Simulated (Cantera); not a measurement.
A perfectly stirred reactor is fed with CH4 : O2 : N2 = 1 : 1.18 : 4.42 (molar parts), at 17.0 bar; it is adiabatic with a 523 K inlet, and is followed from long to short residence time, starting on the burning branch (τ in s: 0.3, 0.1, 0.034, 0.011, 0.0038, 0.0013, 0.00043, 0.00014, 4.9e-05).

Computed with Cantera and GRI-Mech 3.0 (53 species, 325 reactions). The pressure lies above the range GRI-Mech 3.0 was tuned for (to about 10 atm).

x: mole fraction; the columns are a selection and need not sum to one.

```
τ (s)    T (K)    x CH4      x O2     x N2O    x CH2   x CO2
-------  -----  -------  --------  --------  -------  ------
0.30      1938  0.00165   2.11e-5  2.74e-10  2.50e-8  0.0319
0.10      1947  0.00309   5.93e-5  4.57e-10  6.20e-8  0.0327
0.034     1959  0.00502  0.000159  8.96e-10  1.48e-7  0.0340
0.011     1972  0.00751  0.000439       ___  3.59e-7  0.0357
0.0038    1982   0.0103   0.00112       ___  8.03e-7  0.0371
0.0013    1981   0.0137   0.00287       ___  1.67e-6  0.0375
0.00043   1949   0.0189   0.00784       ___  2.86e-6  0.0351
0.00014    523    0.152     0.179    <1e-12   <1e-12  <1e-12
4.9e-5     523    0.152     0.179    <1e-12   <1e-12  <1e-12
```

Task: Complete the blanks.

Result: 
- 0.011, x N2O: 2.03e-9
- 0.0038, x N2O: 4.66e-9
- 0.0013, x N2O: 1.15e-8
- 0.00043, x N2O: 3.31e-8
